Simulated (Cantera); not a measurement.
Cantera run:

```python
import numpy as np
import cantera as ct

gas_names = """
    CL CL2 H HCL H2 N NH NH2 NH3 N2 N2H2 N2H4 Si SiCL SiCL2 SiCL3 SiCL4 SiH SiHCL3 SiH2 SiH2CL2 SiH3
    SiH3CL SiH4 SiN Si2 Si2N Si3
""".split()
cond_names = """
    NH4CL(a) NH4CL(b) Si(cr) Si(L) Si3N4(a)
""".split()


def load(file, names, dense=False):
    # The tables refer to 1 bar. Condensed volumes are neglected.
    table = {s.name: s for s in ct.Species.list_from_file(file)}
    out = []
    for n in names:
        d = dict(table[n].input_data)
        d["thermo"] = dict(d["thermo"], **{"reference-pressure": 1e5})
        if dense:
            d["equation-of-state"] = {"model": "constant-volume", "density": "1e6 g/cm^3"}
        out.append(ct.Species.from_dict(d))
    return out


gas = ct.Solution(thermo="ideal-gas", species=load("nasa_gas.yaml", gas_names))
cond = {s.name: ct.Solution(thermo="fixed-stoichiometry", species=[s], name=s.name)
        for s in load("nasa_condensed.yaml", cond_names, dense=True)}
atoms = {
    'SiH2Cl2': {'Si': 1, 'H': 2, 'CL': 2},
    'N2': {'N': 2},
    'H2': {'H': 2},
}
top_T = {'Si3N4(a)': 2400}  # K; cautious upper limits of use, not melting points


def equilibrate(T, P, feed):
    n = {}
    for name, mol in feed.items():
        for a, k in atoms[name].items():
            n[a] = n.get(a, 0.0) + k * mol
    gas.TPX = T, P, n
    mass = sum(n.values()) * gas.mean_molecular_weight
    gas.equilibrate("TP")
    valid = [c for c in cond.values() if c.min_temp <= T <= top_T.get(c.name, c.max_temp)]
    mix = ct.Mixture([(gas, mass / gas.mean_molecular_weight)] + [(c, 0.0) for c in valid])
    mix.T, mix.P = T, P
    mix.equilibrate("TP", solver="vcs", rtol=1e-11, max_steps=5000)
    return mix


results = []
T = 1498  # K
P = 10000  # Pa
for m in [0.69, 1.1, 1.7, 2.6, 4.1, 6.4, 10, 16, 24, 38, 59]:
    feed = {'SiH2Cl2': 1, 'N2': 2.3, 'H2': m}  # mol
    mix = equilibrate(T, P, feed)
    results.append((T, P, feed, dict(zip(mix.species_names, mix.species_moles))))

top = {s: max(r[3][s] / sum(r[3][g] for g in gas_names) for r in results) for s in gas_names}
cols = sorted((s for s in top if top[s] > 0.0001), key=lambda s: -top[s])[:8]
seen = [c for c in cond_names if any(r[3].get(c, 0) > 1e-12 for r in results)]
print("log10 of partial pressures in bar; condensed amounts in mol")
print(f"{'n(H2)':>10s}" + "".join(f"{s[:9]:>10s}" for s in cols + seen))
for T, P, feed, n in results:
    ng = sum(n[g] for g in gas_names)
    print(f"{feed['H2']:10.4g}" + "".join(f"{np.log10(max(n[s] / ng * P / 1e5, 1e-99)):10.3f}" for s in cols)
          + "".join(f"{n.get(c, 0):10.4g}" for c in seen))
```

It prints:

```
log10 of partial pressures in bar; condensed amounts in mol
     n(H2)        H2        N2       HCL     SiCL2     SiCL4     SiCL3    SiHCL3  Si3N4(a)
      0.69    -1.651    -1.393    -1.483    -2.775    -2.783    -3.031    -3.938    0.2699
       1.1    -1.556    -1.438    -1.489    -2.851    -2.965    -3.160    -4.020    0.2812
       1.7    -1.458    -1.495    -1.510    -2.952    -3.205    -3.331    -4.142    0.2926
       2.6    -1.362    -1.568    -1.552    -3.084    -3.517    -3.552    -4.315    0.3029
       4.1    -1.269    -1.665    -1.625    -3.260    -3.934    -3.849    -4.565    0.3117
       6.4    -1.193    -1.781    -1.726    -3.460    -4.411    -4.187    -4.865    0.3177
        10    -1.134    -1.916    -1.851    -3.680    -4.941    -4.562    -5.211    0.3217
        16    -1.088    -2.076    -2.005    -3.926    -5.539    -4.984    -5.610    0.3245
        24    -1.061    -2.225    -2.151    -4.145    -6.077    -5.363    -5.975    0.3261
        38    -1.040    -2.403    -2.326    -4.399    -6.705    -5.804    -6.406    0.3275
        59    -1.026    -2.581    -2.502    -4.646    -7.317    -6.234    -6.828    0.3284
```

Equilibrium computed with Cantera from the NASA thermochemical tables; the gas is ideal and each condensed phase is pure. N2 is the only nitrogen source here; it is nearly inert below about 1500 K, so the nitride shown seldom forms there in practice. The tables' values for SiCl3 are old estimates; treat these amounts as uncertain.
